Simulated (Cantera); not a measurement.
Charge: 1 mol Si, a varied amount of HF, 8.8 mol N2, held at 1327 °C and 683 Torr.

Method: chemical equilibrium by Gibbs-energy minimisation in Cantera with the NASA 1993 tables (ideal gas, pure condensed phases). Candidate condensed phases: Si, Si3N4; 37 gas species. Kinetics and transport are ignored.

**Question.** Which condensed phases are stable at each of these points (n(HF) (mol)): 2, 3.3, 4.7, 6, 7.4, 8.7, 10, 11, 13, 14, 15?

**Answer.** 
| n(HF) (mol) | condensed phases | Si condensed (%) |
|---|---|---|
| 2 | Si3N4(s) | 49.5 |
| 3.3 | Si3N4(s) | 16.6 |
| 4.7 | gas only | 0.0 |
| 6 | gas only | 0.0 |
| 7.4 | gas only | 0.0 |
| 8.7 | gas only | 0.0 |
| 10 | gas only | 0.0 |
| 11 | gas only | 0.0 |
| 13 | gas only | 0.0 |
| 14 | gas only | 0.0 |
| 15 | gas only | 0.0 |

From 2 mol HF to 3.3 mol HF the condensed part is Si3N4(s). From 4.7 mol HF to 15 mol HF nothing is condensed.
